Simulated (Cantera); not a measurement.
Mixture: CH4 : O2 : N2 = 1 : 2.25 : 8.45 (molar parts), equivalence ratio 0.89, at 55000 Pa, adiabatic and at constant pressure. Ignition delay is the time to a rise of 400 K.

Cantera simulation using GRI-Mech 3.0 (53 species, 325 reactions); the numbers are that mechanism's predictions, not measurements.

Predict: delay at 1273 K; delay at 1348 K; delay at 1423 K; delay at 1498 K; delay at 1573 K; delay at 1648 K; apparent activation energy between 1498 and 1648 K.


| Property | Result |
|---|---|
| delay at 1273 K | 25.0 ms |
| delay at 1348 K | 9.46 ms |
| delay at 1423 K | 3.93 ms |
| delay at 1498 K | 1.81 ms |
| delay at 1573 K | 0.924 ms |
| delay at 1648 K | 0.514 ms |
| apparent activation energy between 1498 and 1648 K | 170 kJ/mol |
